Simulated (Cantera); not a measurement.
Pyrogenic steam for wet oxidation

An isothermal, constant-pressure homogeneous reactor starts with H2 : O2 : N2 = 1.9 : 1 : 10 (molar parts), equivalence ratio 0.95, at 1000 K and 158 Torr.

Model: GRI-Mech 3.0 (53 species, 325 reactions), integrated in Cantera. The temperature is held fixed by assumption; the heat of reaction is taken as removed at once.

```csv
t (s),x H2,x O2,x HO2,x N2O,x H2O2
0.000200,0.147,0.0775,5.72e-10,<1e-12,1.10e-12
0.000592,0.147,0.0775,5.40e-8,<1e-12,1.01e-10
0.00175,0.0365,0.0288,8.23e-6,4.52e-9,4.90e-7
0.00518,0.00407,0.00652,2.31e-6,9.57e-9,4.25e-7
0.0153,0.000961,0.00466,1.52e-6,1.20e-8,4.27e-7
0.0453,0.000198,0.00427,9.70e-7,1.38e-8,3.02e-7
0.134,3.42e-5,0.00420,3.46e-7,1.48e-8,1.08e-7
0.397,4.58e-6,0.00418,6.00e-8,1.52e-8,2.68e-8
1.17,4.65e-7,0.00418,7.51e-9,1.54e-8,6.26e-9
3.47,5.70e-8,0.00418,1.26e-9,1.54e-8,1.58e-9
10.3,1.26e-8,0.00418,3.20e-10,1.54e-8,4.67e-10
30.4,3.74e-9,0.00418,1.05e-10,1.51e-8,1.53e-10
90.0,1.30e-9,0.00418,4.87e-11,1.41e-8,5.35e-11
```
x: mole fraction; the columns are a selection and need not sum to one.

Equilibrium at this temperature and pressure: H2 4.72e-10, O2 0.00418, HO2 4.21e-11, N2O 1.78e-10, H2O2 1.33e-11 (gas phase only).
